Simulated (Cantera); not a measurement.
Charge: 1 mol FeS2, 0.07 mol SO3, 0.65 mol CO2, equilibrated at 1100 Pa.

These are equilibrium values from Cantera (NASA tables, ideal gas, pure condensed phases), not measurements of a reactor. Candidate condensed phases: C, Fe, Fe(CO)5, FeO, FeS, FeSO4, FeS2, Fe2O3, Fe2(SO4)3, Fe3O4, S; 25 gas species. FeS: taken at fixed stoichiometry. Gases not in the tables: S3 to S7. Rates play no part. All values below are at 1150 K.

Base state: CO2 0.481, S2 0.373, SO2 0.103, CO 0.0373, S2O 0.00272, COS 0.00251, SO 0.000343 (mole fractions); condensed: FeS(s).

Q: What changes in the equilibrium state with this change: FeS2 replaced by MgO?

A: 
| species | before | after |
|---|---|---|
| CO2 | 0.481 | 0.861 |
| SO2 | 0.103 | 0.0919 |
| O2 | <1e-9 | 0.0460 |
| S2 | 0.373 | <1e-9 |
| CO | 0.0373 | 1.96e-7 |
| S2O | 0.00272 | <1e-9 |
| COS | 0.00251 | <1e-9 |
| SO | 0.000343 | <1e-9 |
| SO3 | 2.65e-9 | 0.000811 |
| FeS(s), mol | 1.00 | 0 |
| MgO(s), mol | 0 | 1.00 |
Further candidate phases: Mg, MgCO3, MgO, MgS, MgSO4.

Q: What changes in the equilibrium state with this change: 0.31 mol H2 added?

A: 
```csv
species,before,after
CO2,0.481,0.377
S2,0.373,0.326
H2O,0,0.151
SO2,0.103,0.0249
H2S,0,0.0383
H2,0,0.0193
CO,0.0373,0.0574
SH,0,0.000210
S2O,0.00272,0.00121
SO,0.000343,0.000164
"FeS(s), mol",1.00,1.00
```
Further candidate phases: C6H6, C7H8, C8H18, Fe(OH)2, Fe(OH)3, H2O, H2SO4.
